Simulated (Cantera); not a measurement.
What does this Cantera script print?

```python
import numpy as np
import cantera as ct

gas_names = """
    C CO COS CO2 CS CS2 C2 C2O C3 C3O2 C4 C5 Fe FeC5O5 FeO O O2 O3 S SO SO2 SO3 S2 S2O S8
""".split()
cond_names = """
    C(gr) Fe(a) Fe(c) Fe(d) Fe(L) FeC5O5(L) FeO(s) FeO(L) FeS(a) FeS(b) FeS(c) FeS(L) FeSO4(s) FeS2(s)
    Fe2O3(s) Fe2S3O12(s) Fe3O4(s) S(cr1) S(cr2) S(L)
""".split()


# ... load() reads the species with a 1 bar reference pressure and builds the phases ...
atoms = {
    'FeS2': {'Fe': 1, 'S': 2},
    'SO2': {'S': 1, 'O': 2},
    'CO2': {'C': 1, 'O': 2},
}
top_T = {'C(gr)': 4500, 'FeSO4(s)': 950, 'FeS2(s)': 1010, 'Fe2O3(s)': 1830, 'Fe2S3O12(s)': 1100, 'Fe3O4(s)': 1870}  # K; cautious upper limits of use, not melting points


# ... equilibrate(T, P, feed) seeds the gas with the atoms and calls Mixture.equilibrate('TP', solver="vcs", rtol=1e-11, max_steps=5000) ...
results = []
feed = {'FeS2': 1, 'SO2': 0.086, 'CO2': 0.96}  # mol
P = 10000  # Pa
for T in [925, 975, 1025, 1075, 1125, 1175, 1225, 1275]:
    mix = equilibrate(T, P, feed)
    results.append((T, P, feed, dict(zip(mix.species_names, mix.species_moles))))

top = {s: max(r[3][s] / sum(r[3][g] for g in gas_names) for r in results) for s in gas_names}
cols = sorted((s for s in top if top[s] > 0.001), key=lambda s: -top[s])[:7]
seen = [c for c in cond_names if any(r[3].get(c, 0) > 1e-12 for r in results)]
print("log10 of partial pressures in bar; condensed amounts in mol")
print(f"{'T/K':>10s}" + "".join(f"{s[:9]:>10s}" for s in cols + seen))
for T, P, feed, n in results:
    ng = sum(n[g] for g in gas_names)
    print(f"{T:10.4g}" + "".join(f"{np.log10(max(n[s] / ng * P / 1e5, 1e-99)):10.3f}" for s in cols)
          + "".join(f"{n.get(c, 0):10.4g}" for c in seen))
```

Result:

```
log10 of partial pressures in bar; condensed amounts in mol
       T/K       CO2        S2       SO2        CO       COS       S2O    FeS(c)   FeS2(s)
       925    -1.209    -1.504    -2.236    -3.578    -3.314    -3.465    0.9819   0.01808
       975    -1.214    -1.500    -2.228    -3.290    -3.287    -3.469         1         0
      1025    -1.217    -1.502    -2.213    -3.036    -3.270    -3.473         1         0
      1075    -1.223    -1.505    -2.192    -2.812    -3.260    -3.474         1         0
      1125    -1.230    -1.509    -2.164    -2.615    -3.259    -3.471         1         0
      1175    -1.240    -1.515    -2.130    -2.444    -3.267    -3.466         1         0
      1225    -1.253    -1.522    -2.091    -2.295    -3.283    -3.458         1         0
      1275    -1.269    -1.530    -2.049    -2.165    -3.307    -3.450         1         0
```

Method: chemical equilibrium by Gibbs-energy minimisation in Cantera with the NASA 1993 tables (ideal gas, pure condensed phases). FeS: taken at fixed stoichiometry. Gases not in the tables: S3 to S7.
